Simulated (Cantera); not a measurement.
# Thermodynamics of silicon etching in halogen gases, feed Si + Cl₂

A closed system holds: 1 mol Si, a varied amount of Cl₂, at 10.0 Torr.

Method: chemical equilibrium by Gibbs-energy minimisation in Cantera with the NASA 1993 tables (ideal gas, pure condensed phases). Candidate condensed phases: Si; 9 gas species. The tables' values for SiCl₃ are old estimates. Kinetics and transport are ignored.

Stable condensed phases:

```
T in K \ n(Cl₂) in mol
          0.6 0.78    1  1.3  1.7  2.2  2.9  3.7  4.8  6.3
   1573     A    A    A    B    B    B    B    B    B    B
   1498     A    A    A    B    B    B    B    B    B    B
   1423     A    A    A    B    B    B    B    B    B    B
   1348     A    A    A    A    B    B    B    B    B    B
   1273     A    A    A    A    B    B    B    B    B    B
   1198     A    A    A    A    A    B    B    B    B    B
   1123     A    A    A    A    A    B    B    B    B    B
   1048     A    A    A    A    A    B    B    B    B    B
    973     A    A    A    A    A    B    B    B    B    B
    898     A    A    A    A    A    B    B    B    B    B
    823     A    A    A    A    A    B    B    B    B    B
    748     A    A    A    A    A    B    B    B    B    B
```

A: Si; B: gas only.
